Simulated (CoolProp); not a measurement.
Vapour-liquid equilibrium of n-pentane (1) + toluene (2) at 56.8 kPa; x and y are mole fractions of (1).

Computed with CoolProp (multi-fluid Helmholtz-energy mixture model, Thol 2019 and Lemmon 2006; pair parameters Bell 2016).

### Question
Give the bubble temperature and the first vapour's composition at x = 0.2, 0.425, 0.575. Is there an azeotrope?

### Answer
x = 0.2: 325.6 K, y = 0.798; x = 0.425: 310.4 K, y = 0.920; x = 0.575: 304.6 K, y = 0.951. No azeotrope shows between x = 0.05 and 0.95.

The pair parameters rest on a limited set of measurements; away from them the model extrapolates.
